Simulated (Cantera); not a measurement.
Charge: 1 mol Si, 4.1 mol Cl₂, held at 973 K and 1330 Pa.

Cantera equilibrium calculation (NASA polynomials, part measured and part estimated; ideal gas, pure solids and liquids). Candidate condensed phases: Si; 9 gas species. The numbers say what is thermodynamically allowed, not how fast it happens.

Problem. What is the equilibrium state?

Solution. 
```json
{
  "x(Cl₂)": "0.676",
  "x(SiCl₄)": "0.322",
  "x(Cl)": "0.00183",
  "gas_amount": "3.103 mol",
  "log10 activity of Si(s) (absent)": "-26.96"
}
```
